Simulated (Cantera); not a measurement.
An isothermal, constant-pressure homogeneous reactor starts with 2.49 % H2, 97.5 % O2, equivalence ratio 0.013, at 1000 K and 0.0133 bar.

Detailed kinetics in Cantera: the H2/O2 subset of GRI-Mech 3.0, which has no nitrogen chemistry. Radical loss at walls, strong at low pressure, is not modelled.

x: mole fraction; the columns are a selection and need not sum to one.

```
t (s)         x H2   x O2     x HO2       x H       x O
--------  --------  -----  --------  --------  --------
2.00e-5     0.0249  0.975  4.71e-12  4.38e-12    <1e-12
5.79e-5     0.0249  0.975  1.37e-11  1.13e-11  2.60e-12
0.000168    0.0249  0.975  3.98e-11  2.64e-11  1.78e-11
0.000486    0.0249  0.975  1.16e-10  7.12e-11  1.16e-10
0.00141     0.0249  0.975  3.55e-10  4.96e-10   1.29e-9
0.00408     0.0249  0.975   5.29e-9       ___   2.26e-7
0.0118     0.00525  0.963   5.66e-6       ___   0.00908
0.0343    0.000169  0.967   3.60e-6       ___   0.00684
0.0993     3.91e-5  0.973   2.04e-6       ___   0.00173
0.288      5.82e-6  0.974   7.80e-7       ___  0.000274
0.834      7.46e-7  0.975   2.13e-7       ___   3.83e-5
2.42       1.08e-7  0.975   4.90e-8       ___   6.05e-6
7.00       1.96e-8  0.975   1.16e-8       ___   1.20e-6
```

Problem. Complete the blanks.

Solution. 
- 0.00408, x H: 8.11e-8
- 0.0118, x H: 0.00494
- 0.0343, x H: 0.00107
- 0.0993, x H: 0.000126
- 0.288, x H: 7.75e-6
- 0.834, x H: 4.06e-7
- 2.42, x H: 2.57e-8
- 7.00, x H: 2.27e-9
